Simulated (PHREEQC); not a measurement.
0.89 g of hydrous ferric oxide (600 m²/g; 0.2 weak and 0.005 strong sites per Fe, Dzombak-Morel constants, diffuse double layer) in 1 kg of water with 0.005 mol/kgw of an inert sodium salt and 5.6e-06 mol NaF and 2.8e-06 mol ZnCl2, at 25 °C; the pH is set by adding NaOH or the inert anion's acid. O2 is buffered at 0.21 atm. CO2 from the air is kept out. Nothing may precipitate in this run.

Base run: PHREEQC, ion-association model, wateq4f.dat. Each further column changes one thing. The table gives F sorbed (%).

| pH | base | no electrostatic term (-no_edl) | background salt from 0.005 to 0.0005 mol/kgw | oxide from 0.89 to 4.5 g/kgw | 0.0016 mol/kgw SrCl2 added |
|---|---|---|---|---|---|
| 4 | 98.9 | 4.0 | 99.5 | 99.7 | 98.5 |
| 4.75 | 97.6 | 4.4 | 98.8 | 99.5 | 96.9 |
| 5.12 | 96.0 | 4.5 | 97.7 | 99.1 | 94.9 |
| 5.88 | 86.8 | 4.6 | 90.2 | 97.0 | 84.8 |
| 6.25 | 76.4 | 4.7 | 80.7 | 94.2 | 74.1 |
| 7 | 41.1 | 5.3 | 44.6 | 77.8 | 40.8 |
| 7.75 | 12.1 | 6.0 | 12.9 | 40.9 | 13.5 |
| 8.12 | 5.7 | 5.8 | 6.0 | 23.5 | 6.9 |
| 8.88 | 1.1 | 3.7 | 1.1 | 5.5 | 2.1 |
| 9.25 | 0.5 | 2.3 | 0.5 | 2.5 | 1.2 |
| 10 | 0.1 | 0.6 | 0.1 | 0.6 | 0.3 |
